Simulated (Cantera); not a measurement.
Charge: 1 mol Fe2O3, 1.2 mol HCl, 44 mol N2, held at 6000 Pa.

Cantera equilibrium calculation (NASA polynomials, part measured and part estimated; ideal gas, pure solids and liquids). Candidate condensed phases: Fe, FeCl2, FeCl3, FeO, Fe(OH)2, Fe(OH)3, Fe2O3, Fe3O4, H2O, NH4Cl; 37 gas species. Mutual solubility and eutectic melting of coexisting phases are not modelled. Equilibrium is a limit: real reactors are often held back by kinetics, nucleation or transport.

**Question.** Which condensed phases are stable at each of these points (T (K)): 1150, 1225, 1300, 1375, 1450, 1525, 1600, 1675?

**Answer.** 
```
T (K)     condensed phases  Fe condensed (%)
-----  -------------------  ----------------
1150              Fe2O3(s)              97.8
1225              Fe2O3(s)              96.5
1300              Fe2O3(s)              94.8
1375   Fe2O3(s) + Fe3O4(s)              94.0
1450              Fe3O4(s)              92.4
1525              Fe3O4(s)              90.7
1600              Fe3O4(s)              89.0
1675              Fe3O4(s)              87.5
```

From 1150 K to 1300 K the condensed part is Fe2O3(s). At 1375 K the condensed part is Fe2O3(s) + Fe3O4(s). From 1450 K to 1675 K the condensed part is Fe3O4(s).
